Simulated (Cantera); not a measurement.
Low-pressure radical oxidation in H2/O2

An isothermal, constant-pressure homogeneous reactor starts with H2 : O2 = 0.012 : 1 (molar parts), at 998 K and 0.825 Torr.

Detailed kinetics in Cantera: the H2/O2 subset of GRI-Mech 3.0, which has no nitrogen chemistry. Radical loss at walls, strong at low pressure, is not modelled.

```csv
t (s),x H2,x O2,x HO2,x OH,x H2O
0.000300,0.0119,0.988,2.66e-12,<1e-12,<1e-12
0.000726,0.0119,0.988,6.45e-12,1.23e-12,<1e-12
0.00176,0.0119,0.988,1.56e-11,5.73e-12,<1e-12
0.00425,0.0119,0.988,3.78e-11,2.24e-11,7.67e-12
0.0103,0.0119,0.988,9.15e-11,8.13e-11,6.86e-11
0.0249,0.0119,0.988,2.22e-10,4.37e-10,7.29e-10
0.0602,0.0119,0.988,5.67e-10,1.14e-8,2.53e-8
0.146,0.0118,0.988,6.12e-8,2.41e-5,5.51e-5
0.353,0.000165,0.978,2.68e-7,0.000612,0.0107
0.854,5.92e-5,0.979,2.15e-7,0.000425,0.0111
2.07,5.06e-5,0.980,2.03e-7,0.000393,0.0112
5.00,3.59e-5,0.982,1.79e-7,0.000331,0.0115
```
x: mole fraction; the columns are a selection and need not sum to one.

Equilibrium at this temperature and pressure: H2 3.00e-11, O2 0.988, HO2 1.81e-10, OH 3.10e-7, H2O 0.0119 (gas phase only).
